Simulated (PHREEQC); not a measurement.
Solution (25 °C): 0.98 mmol/kgw TMAH, 6.2 mmol/kgw K2SO4 and 17 mmol/kgw H3BO3. Closed to the air; pH follows from the charge balance.

Computed with PHREEQC (ion-association model, phreeqc.dat).

Precipitation was switched off in this run.

### Question
Estimate the pH.

### Answer
pH 7.96.

### Question
In which forms is S present?

### Answer
SO4-2 95 %, KSO4- 4.7 % of the S.

Complexes and solids missing from the database can't appear. (CH3)4N+ isn't in the database: it is added as a free cation with an ion size of 4 Å.
